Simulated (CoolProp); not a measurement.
Vapour-liquid equilibrium of ethylene (1) + propylene (2) at 168 K; x and y are mole fractions of (1).

Values from CoolProp's multi-fluid Helmholtz-energy mixture model, Smukala 2000 and Lemmon 2013; pair parameters Bell 2016.

```csv
x,"bubble pressure, mixture model (MPa)","bubble pressure, Raoult's law (MPa)","y, mixture model","y, Raoult's law"
0.05,0.007668,0.007111,0.680,0.656
0.2,0.02274,0.02073,0.908,0.901
0.35,0.03709,0.03435,0.953,0.951
0.5,0.05056,0.04796,0.973,0.973
0.65,0.06332,0.06158,0.984,0.985
0.8,0.07584,0.07520,0.992,0.993
0.95,0.08879,0.08881,0.998,0.999
```

The largest gap from Raoult's law is +9.7 % in bubble pressure, at x = 0.2. No azeotrope shows between x = 0.05 and 0.95.

Pair parameters are fitted to limited data, so mixtures are less certain than the pure fluids.
